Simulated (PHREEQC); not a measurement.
A PHREEQC input (ion-association model, phreeqc.dat):

```
SOLUTION 1
  temp 25
  units mg/L
  pH 8.14
  pe 10.4
  Na 42.1
  K 0.375
  Ca 171
  Mg 22.9
  Cl 288
  S(6) 21.6 as SO4
  Alkalinity 195 as HCO3 charge
  F 0.0764
END
USE solution 1
EQUILIBRIUM_PHASES 1
  Quartz 0 0.5
  CO2(g) -3.4 10
END
```

It stops with these messages:

```
ERROR: Alkalinity cannot be used with charge balance or solution phase boundary constraints.
ERROR: Program terminating due to input errors.
```

The fault: charge balance asked on alkalinity. The line should read `as HCO3` where the input has `as HCO3 charge`. With the mend the run ends at pH 8.58 and ionic strength 0.0165 mol/kgw.
